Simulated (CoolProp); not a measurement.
Vapour-liquid equilibrium of R134a (1) + R141b (2) at 171 kPa; x and y are mole fractions of (1).

The numbers come from the multi-fluid Helmholtz-energy mixture model, Tillner-Roth 1994 and Lemmon 2006; pair parameters Bell 2016 in CoolProp.

### Question
Give the bubble temperature and the first vapour's composition at x = 0.45, 0.85, 0.95. Is there an azeotrope?

### Answer
x = 0.45: 271.6 K, y = 0.899; x = 0.85: 262.1 K, y = 0.972; x = 0.95: 260.2 K, y = 0.990. No azeotrope shows between x = 0.05 and 0.95.

Pair parameters are fitted to limited data, so mixtures are less certain than the pure fluids.
